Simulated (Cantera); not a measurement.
# Thermodynamics of titanium nitride, carbide and oxide coatings, feed Ti + H2O

Input: 1 mol Ti, 0.64 mol H2O, at 638 Torr.

Method: chemical equilibrium by Gibbs-energy minimisation in Cantera with the NASA 1993 tables (ideal gas, pure condensed phases). Candidate condensed phases: H2O, Ti, TiO, TiO2, Ti2O3, Ti3O5, Ti4O7; 12 gas species. Each liquid is taken as pure. Mutual solubility and eutectic melting of coexisting phases are not modelled. TiO: taken at fixed stoichiometry. Condensed phases not in the tables: N, O or C dissolved in the metal. The numbers say what is thermodynamically allowed, not how fast it happens.

| T (°C) | x H2 | x H | x Ti | x TiO | x H2O | x OH | n Ti(α) | n TiO(s) | n Ti(β) | n Ti(l) | n TiO(l) |
|---|---|---|---|---|---|---|---|---|---|---|---|
| 802 | 1.00 | 1.59e-8 | <1e-12 | <1e-12 | <1e-12 | <1e-12 | 0.360 | 0.640 | 0 | 0 | 0 |
| 902 | 1.00 | 1.33e-7 | <1e-12 | <1e-12 | 9.98e-12 | <1e-12 | 0 | 0.640 | 0.360 | 0 | 0 |
| 1002 | 1.000 | 8.00e-7 | 1.87e-12 | <1e-12 | 1.03e-10 | <1e-12 | 0 | 0.640 | 0.360 | 0 | 0 |
| 1102 | 1.000 | 3.72e-6 | 4.42e-11 | <1e-12 | 7.26e-10 | <1e-12 | 0 | 0.640 | 0.360 | 0 | 0 |
| 1202 | 1.000 | 1.41e-5 | 6.78e-10 | 4.92e-12 | 3.88e-9 | <1e-12 | 0 | 0.640 | 0.360 | 0 | 0 |
| 1302 | 1.000 | 4.51e-5 | 7.31e-9 | 9.34e-11 | 1.66e-8 | <1e-12 | 0 | 0.640 | 0.360 | 0 | 0 |
| 1402 | 1.000 | 0.000126 | 5.91e-8 | 1.23e-9 | 5.91e-8 | <1e-12 | 0 | 0.640 | 0.360 | 0 | 0 |
| 1502 | 1.000 | 0.000314 | 3.75e-7 | 1.20e-8 | 1.81e-7 | 3.54e-12 | 0 | 0.640 | 0.360 | 0 | 0 |
| 1602 | 0.999 | 0.000711 | 1.94e-6 | 9.00e-8 | 4.88e-7 | 2.71e-11 | 0 | 0.640 | 0.360 | 0 | 0 |
| 1702 | 0.999 | 0.00148 | 8.37e-6 | 5.46e-7 | 1.20e-6 | 1.70e-10 | 0 | 0.640 | 0 | 0.360 | 0 |
| 1802 | 0.997 | 0.00288 | 3.02e-5 | 2.59e-6 | 2.61e-6 | 8.61e-10 | 0 | 0 | 0 | 0.360 | 0.640 |
| 1902 | 0.995 | 0.00528 | 9.63e-5 | 9.99e-6 | 4.98e-6 | 3.55e-9 | 0 | 0 | 0 | 0.360 | 0.640 |
x: gas mole fraction; n: condensed amount in mol.

At 802 °C the condensed part is Ti(α) + TiO(s). From 902 °C to 1602 °C the condensed part is Ti(β) + TiO(s). At 1702 °C the condensed part is Ti(l) + TiO(s). From 1802 °C to 1902 °C the condensed part is Ti(l) + TiO(l).
